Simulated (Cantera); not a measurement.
What does this Cantera script print?

```python
import numpy as np
import cantera as ct

gas = ct.Solution("gri30.yaml")
gas.TPX = 1500, 13332, {'CO': 0.0065, 'O2': 0.042, 'H2O': 0.0071, 'N2': 1}
inlet = ct.Reservoir(gas, clone=True)

reactor = ct.IdealGasConstPressureReactor(gas, energy="off", clone=False)
exhaust = ct.Reservoir(gas, clone=True)
tau = [2.1, 1, 0.49, 0.24, 0.12, 0.058, 0.028, 0.014, 0.0068][0]
for a, b in ((inlet, reactor), (reactor, exhaust)):
    ct.MassFlowController(a, b, mdot=lambda t: reactor.mass / tau)
net = ct.ReactorNet([reactor])
show = ['CO', 'O2', 'H2O', 'N2O', 'HO2']

rows = []
print(f"{'tau/s':>10s}{'T/K':>9s}" + "".join(f"{s:>11s}" for s in show))
for tau in [2.1, 1, 0.49, 0.24, 0.12, 0.058, 0.028, 0.014, 0.0068]:
    net.initial_time = 0.0
    net.advance(30 * tau)
    before = gas.X
    net.advance(40 * tau)
    drift = np.max(np.abs(gas.X - before) / (gas.X + 1e-9))
    rows.append([gas.T, *gas[show].X, drift])
    print(f"{tau:10.3e}{gas.T:9.1f}" + "".join(f"{x:11.3e}" for x in gas[show].X))
```

It prints:

```
     tau/s      T/K         CO         O2        H2O        N2O        HO2
 2.100e+00   1500.0  7.007e-05  3.675e-02  6.645e-03  1.728e-07  1.424e-07
 1.000e+00   1500.0  1.142e-04  3.673e-02  6.611e-03  1.672e-07  1.998e-07
 4.900e-01   1500.0  1.819e-04  3.669e-02  6.565e-03  1.543e-07  2.667e-07
 2.400e-01   1500.0  2.884e-04  3.665e-02  6.502e-03  1.382e-07  3.418e-07
 1.200e-01   1500.0  4.481e-04  3.661e-02  6.420e-03  1.222e-07  4.168e-07
 5.800e-02   1500.0  7.056e-04  3.658e-02  6.311e-03  1.071e-07  4.896e-07
 2.800e-02   1500.0  1.103e-03  3.661e-02  6.192e-03  9.460e-08  5.478e-07
 1.400e-02   1500.0  1.681e-03  3.678e-02  6.109e-03  8.480e-08  5.817e-07
 6.800e-03   1500.0  2.586e-03  3.721e-02  6.115e-03  7.409e-08  5.855e-07
```

Model: GRI-Mech 3.0 (53 species, 325 reactions), integrated in Cantera.
